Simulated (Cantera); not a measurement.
A perfectly stirred reactor is fed with CO : H2 : CH4 : O2 : N2 = 1 : 1 : 0.15 : 2.6 : 9.78 (molar parts), equivalence ratio 0.50, at 0.820 bar; it is adiabatic with a 475 K inlet, and is followed from long to short residence time, starting on the burning branch (τ in s: 0.051, 0.027, 0.014, 0.0076, 0.0041, 0.0022, 0.0011, 0.00061, 0.00033, 0.00017, 9.2e-05, 4.9e-05).

Detailed kinetics in Cantera: GRI-Mech 3.0 (53 species, 325 reactions).

Question: Predict: blow-out, bracketed by the residence times tried; x(CO) at τ = 51.0 ms; x(H2) at τ = 51.0 ms; x(CH4) at τ = 51.0 ms; x(CO2) at τ = 51.0 ms; x(H2O) at τ = 51.0 ms; x(CO) at τ = 1.10 ms; x(H2) at τ = 1.10 ms; x(CH4) at τ = 1.10 ms; x(CO2) at τ = 1.10 ms; x(H2O) at τ = 1.10 ms.

Answer: 
```json
{
 "blow_out_bracketed_by_the_residence_times_tried": "burning at 0.170 ms, out at 92.0 µs",
 "x(CO) at τ = 51.0 ms": "0.00108",
 "x(H2) at τ = 51.0 ms": "0.000243",
 "x(CH4) at τ = 51.0 ms": "2.45e-6",
 "x(CO2) at τ = 51.0 ms": "0.0838",
 "x(H2O) at τ = 51.0 ms": "0.0947",
 "x(CO) at τ = 1.10 ms": "0.0108",
 "x(H2) at τ = 1.10 ms": "0.00231",
 "x(CH4) at τ = 1.10 ms": "3.05e-5",
 "x(CO2) at τ = 1.10 ms": "0.0732",
 "x(H2O) at τ = 1.10 ms": "0.0891"
}
```
